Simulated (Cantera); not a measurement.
Input: 1 mol BaF2, 0.055 mol O2, a varied amount of H2, equilibrated at 1598 K and 7.50 Torr.

Cantera equilibrium calculation (NASA polynomials, part measured and part estimated; ideal gas, pure solids and liquids). Candidate condensed phases: Ba, BaF2, BaO, Ba(OH)2, H2O; 27 gas species. Rates play no part.

x: gas mole fraction; n: condensed amount in mol.

```
n(H2) (mol)   x H2   x BaF2     x H2O     x HF    x BaF       x H   x BaOH  n BaF2(s)
-----------  -----  -------  --------  -------  -------  --------  -------  ---------
19           0.970   0.0174   0.00561  0.00306  0.00295  0.000524  3.23e-5      0.603
24           0.972   0.0174   0.00445  0.00305  0.00296  0.000525  2.57e-5      0.498
30           0.972   0.0174   0.00356  0.00305  0.00297  0.000525  2.07e-5      0.372
38           0.973   0.0174   0.00281  0.00304  0.00298  0.000525  1.64e-5      0.205
48           0.974   0.0174   0.00223  0.00303  0.00297  0.000525  1.30e-5          0
60           0.979   0.0137   0.00179      [?]  0.00264  0.000527  1.05e-5          0
76           0.983   0.0106   0.00142      [?]  0.00233  0.000528  8.28e-6          0
96           0.986  0.00822   0.00113      [?]  0.00205  0.000529  6.57e-6          0
120          0.988  0.00642  0.000902      [?]  0.00181  0.000529  5.26e-6          0
150          0.990  0.00500  0.000723      [?]  0.00160  0.000530  4.21e-6          0
190          0.992  0.00382  0.000572      [?]  0.00140  0.000530  3.32e-6          0
```

Q: What belongs in the gaps?

A: 
- 60, x HF: 0.00269
- 76, x HF: 0.00238
- 96, x HF: 0.00209
- 120, x HF: 0.00185
- 150, x HF: 0.00164
- 190, x HF: 0.00143
